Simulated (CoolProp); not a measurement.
Saturated liquid density (kg/m³) of neopentane: the reference equation beside estimates from Tc = 433.7 K, pc = 3196 kPa, ω = 0.196.

The numbers come from the reference Helmholtz-energy equation of state, Lemmon 2006 in CoolProp. It is a short technical equation, of lower accuracy than the large ones.

```csv
T (K),reference,Redlich-Kwong,Soave-Redlich-Kwong,Peng-Robinson
268.9,615.4,570.8,583.8,659.5
287,596.5,549.9,564.4,638.4
305.1,576.6,527.2,542.9,614.8
323.2,555.3,502.4,518.9,588.3
341.4,532.0,474.8,491.9,558.1
359.5,506.2,444.2,461.2,523.4
377.6,476.8,409.3,425.6,482.6
395.7,441.4,368.4,382.9,433.0
```

Absolute difference from the reference over all 8 rows, mean and median: Redlich-Kwong 10.9 and 10.1 %, Soave-Redlich-Kwong 7.9 and 7.0 %, Peng-Robinson 4.8 and 5.4 %.
